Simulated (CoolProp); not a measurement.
Dimethyl ether along the isobar 27.8 MPa: fugacity coefficient from the reference equation and from simpler models built on Tc = 400.4 K, pc = 5.337 MPa, ω = 0.196; each cubic takes its own stable root.

Computed with CoolProp (reference Helmholtz-energy equation of state, Wu 2011).

```json
[
 {"T (K)": "264.1", "phase": "liquid", "reference": "0.01445", "van der Waals": "0.08518", "Soave-Redlich-Kwong": "0.01556", "Peng-Robinson": "0.01417"},
 {"T (K)": "296.2", "phase": "liquid", "reference": "…", "van der Waals": "0.1304", "Soave-Redlich-Kwong": "0.04110", "Peng-Robinson": "0.03708"},
 {"T (K)": "328.4", "phase": "liquid", "reference": "0.07826", "van der Waals": "0.1828", "Soave-Redlich-Kwong": "0.08581", "Peng-Robinson": "0.07714"},
 {"T (K)": "360.5", "phase": "liquid", "reference": "0.1363", "van der Waals": "0.2400", "Soave-Redlich-Kwong": "0.1506", "Peng-Robinson": "0.1354"},
 {"T (K)": "392.7", "phase": "liquid", "reference": "0.2099", "van der Waals": "0.3002", "Soave-Redlich-Kwong": "0.2331", "Peng-Robinson": "0.2099"},
 {"T (K)": "424.8", "phase": "supercritical", "reference": "0.2935", "van der Waals": "0.3610", "Soave-Redlich-Kwong": "…", "Peng-Robinson": "0.2953"},
 {"T (K)": "456.9", "phase": "supercritical", "reference": "0.3816", "van der Waals": "0.4211", "Soave-Redlich-Kwong": "…", "Peng-Robinson": "0.3854"},
 {"T (K)": "489.1", "phase": "supercritical", "reference": "0.4686", "van der Waals": "0.4795", "Soave-Redlich-Kwong": "0.5226", "Peng-Robinson": "0.4746"}
]
```

Q: Complete the blanks.

A: 
- 296.2, reference: 0.03783
- 424.8, Soave-Redlich-Kwong: 0.3271
- 456.9, Soave-Redlich-Kwong: 0.4257
